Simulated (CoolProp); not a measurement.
Vapour-liquid equilibrium of n-heptane (1) + o-xylene (2) at 0.503 MPa; x and y are mole fractions of (1).

The numbers come from the multi-fluid Helmholtz-energy mixture model, Span 2003 and Zhou 2012; pair parameters Bell 2016 in CoolProp.

Problem. Give the bubble temperature and the first vapour's composition at x = 0.45, 0.65, 0.85. Is there an azeotrope?

Solution. x = 0.45: 184.6 °C, y = 0.666; x = 0.65: 176.1 °C, y = 0.809; x = 0.85: 168.9 °C, y = 0.923. No azeotrope shows between x = 0.05 and 0.95.

The pair parameters rest on a limited set of measurements; away from them the model extrapolates.
